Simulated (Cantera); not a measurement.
Ignition delay

Mixture: 3.97 % CH₄, 1.03 % C₂H₆, 1.43 % C₃H₈, 19.7 % O₂, 73.9 % N₂, equivalence ratio 0.95, at 10.0 bar, adiabatic and at constant pressure. Ignition delay is the time to a rise of 400 K.

Computed with Cantera and GRI-Mech 3.0 (53 species, 325 reactions). GRI-Mech 3.0 was tuned for natural gas; its chemistry of propane as a main component is partial and can be far from experiment.

| T0 (K) | delay (ms) |
|---|---|
| 1200 | 0.619 |
| 1300 | 0.176 |
| 1400 | 0.0576 |
| 1500 | 0.0220 |
| 1600 | 0.00978 |
| 1700 | 0.00501 |
| 1800 | 0.00289 |
| 1900 | 0.00184 |
| 2000 | 0.00126 |
| 2100 | 0.000922 |

```json
{
 "apparent activation energy between 1900 and 2100 K": "110 kJ/mol"
}
```
